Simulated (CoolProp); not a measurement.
Values from CoolProp's reference Helmholtz-energy equation of state, Lemmon 2006. It is a short technical equation, of lower accuracy than the large ones.

Task: For C2F6 (R116), give the phase and the density (kg/m³), speed of sound (m/s), expansivity (1/kK), viscosity (µPa s) at 199.3 K and 54.4 bar; 199.3 K and 76.2 bar; 199.3 K and 152 bar.

Result: 
- 199.3 K and 54.4 bar: liquid; density 1610, speed of sound 576, expansivity 2.58, viscosity 435
- 199.3 K and 76.2 bar: liquid; density 1620, speed of sound 589, expansivity 2.48, viscosity 453
- 199.3 K and 152 bar: liquid; density 1650, speed of sound 630, expansivity 2.23, viscosity 519

Viscosity comes from a separate model (Huber 2003), an estimate that may be off by 10 % or more.
